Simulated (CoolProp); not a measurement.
Aqueous methanol as a coolant, 25 % by mass, freezing at -20.1 °C, 1 atm.

Values from CoolProp's Melinder's fits for secondary coolants.

```csv
T (°C),viscosity (mPa s),conductivity (W/(m K)),Prandtl number,density (kg/m³)
-16.2,7.39,0.425,67.2,970.8
-11.1,5.72,0.429,51.9,969.6
-6,4.50,0.434,40.8,968.3
-0.9,3.61,0.438,32.7,966.9
4.3,___,0.443,26.4,965.2
9.4,2.43,0.448,21.8,963.4
14.5,2.04,0.452,18.2,961.5
19.7,1.73,0.457,15.3,959.4
24.8,1.48,0.462,___,957.2
29.9,1.29,0.466,11.2,954.9
35,1.13,0.471,___,952.4
```

What belongs in the gaps?


- 4.3, viscosity (mPa s): 2.93
- 24.8, Prandtl number: 13.0
- 35, Prandtl number: 9.73
